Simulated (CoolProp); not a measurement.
The fluid at 294.78 K and 0.075 MPa flows at 0.81 m/s in a round tube of 12.7 mm bore and 1.5 µm roughness, fully developed (64/Re and Nu = 3.66 if laminar; Colebrook and Gnielinski if turbulent). The same conditions are run with several fluids, on thermodynamics alone (safety and materials aside).

Model: reference Helmholtz-energy equation of state of each fluid (R236EA: Rui 2013; methane: Setzmann 1991; normal hydrogen: Leachman 2009; oxygen: Schmidt 1985; C3F8 (R218): Lemmon 2006), in CoolProp.

```tsv
fluid	Reynolds number	Darcy friction factor	pressure drop (Pa/m)	heat-transfer coefficient (W/(m² K))	mass flow (kg/h)
R236EA	4560	0.0385	4.76	16.0	1.76
methane	456	0.140	1.78	9.70	0.182
normal hydrogen	71.8	0.891	1.42	53.1	0.0228
oxygen	495	0.129	3.27	7.51	0.362
C3F8 (R218)	4910	0.0377	5.70	16.1	2.16
```

Transport values come from each fluid's own correlations; those of R236EA, C3F8 (R218) are estimates that may be off by 10 % or more.
